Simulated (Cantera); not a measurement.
## Thermodynamics of sublimation and decomposition of ceramics, feed SiC + Si + N₂

A closed system holds: 1 mol SiC, 0.0031 mol Si, 9.7 mol N₂, equilibrated at 10000 Pa.

These are equilibrium values from Cantera (NASA tables, ideal gas, pure condensed phases), not measurements of a reactor. Candidate condensed phases: C, Si, SiC, Si₃N₄; 20 gas species. N₂ is the only nitrogen source here; it is nearly inert below about 1500 K, so the nitride shown seldom forms there in practice. Mutual solubility and eutectic melting of coexisting phases are not modelled. The tables' values for SiN are old estimates; treat these amounts as uncertain. Kinetics and transport are ignored.

From 1425 K to 1475 K the condensed part is C(graphite) + Si₃N₄(s). From 1525 K to 1925 K the condensed part is SiC(s) + Si₃N₄(s). At 1975 K the condensed part is SiC(s).

```tsv
T (K)	log p N₂	log p Si	log p Si₂N	log p SiN	log p Si₂C	log p Si₂	log p Si₃	n C(graphite)	n Si₃N₄(s)	n SiC(s)
1425	-1.00	-11.46	<-13	-11.70	<-13	<-13	<-13	1.00	0.334	0
1475	-1.00	-10.60	<-13	-10.95	<-13	<-13	<-13	1.00	0.334	0
1525	-1.00	-9.80	-12.12	-10.24	-12.53	<-13	<-13	0	0.00103	1.00
1575	-1.00	-9.05	-11.17	-9.57	-11.62	<-13	<-13	0	0.00103	1.00
1625	-1.00	-8.35	-10.28	-8.95	-10.77	-12.44	<-13	0	0.00103	1.00
1675	-1.00	-7.69	-9.44	-8.37	-9.97	-11.42	<-13	0	0.00103	1.00
1725	-1.00	-7.07	-8.65	-7.82	-9.22	-10.46	-12.14	0	0.00103	1.00
1775	-1.00	-6.48	-7.91	-7.30	-8.51	-9.56	-11.00	0	0.00102	1.00
1825	-1.00	-5.93	-7.21	-6.81	-7.85	-8.70	-9.92	0	0.000986	1.000
1875	-1.00	-5.41	-6.55	-6.35	-7.21	-7.90	-8.90	0	0.000871	1.000
1925	-1.00	-4.91	-5.92	-5.92	-6.62	-7.13	-7.94	0	0.000506	1.000
1975	-1.00	-4.61	-5.66	-5.67	-6.22	-6.74	-7.53	0	0	1.000
```
log p: log10 of the partial pressure in bar; n: condensed amount in mol.
